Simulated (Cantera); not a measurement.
**Hydrocarbon pyrolysis for carbon deposition**

A perfectly stirred reactor is fed with 43.5 % C2H6, 56.5 % N2, at 0.000350 bar; it is held at 1873 K, and followed from long to short residence time.

Computed with Cantera and GRI-Mech 3.0 (53 species, 325 reactions). GRI-Mech 3.0 stops at C3 and has no aromatics, soot or wall deposition, so with more carbon than oxygen in the feed, carbon stays in small species such as C2H2 where larger ones or solid carbon would form. Radical loss at walls, strong at low pressure, is not modelled.

```tsv
τ (s)	x C2H6	x HCN	x H	x CH3	x C2H	x CH2
0.65	0.000757	2.52e-5	0.00503	0.0144	3.15e-5	6.34e-5
0.33	0.00147	1.74e-5	0.00529	0.0205	3.35e-5	8.03e-5
0.17	0.00281	1.21e-5	0.00552	0.0287	3.54e-5	0.000101
0.086	0.00551	8.44e-6	0.00571	0.0402	3.66e-5	0.000128
0.044	0.0107	5.92e-6	0.00579	0.0553	3.64e-5	0.000162
0.022	0.0214	4.08e-6	0.00570	0.0755	3.35e-5	0.000204
0.011	0.0424	2.76e-6	0.00535	0.0993	2.67e-5	0.000251
0.0058	0.0776	1.82e-6	0.00476	0.121	1.75e-5	0.000287
0.0030	0.136	1.07e-6	0.00391	0.133	8.23e-6	0.000297
0.0015	0.219	5.04e-7	0.00286	0.126	2.27e-6	0.000260
```
x: mole fraction; the columns are a selection and need not sum to one.
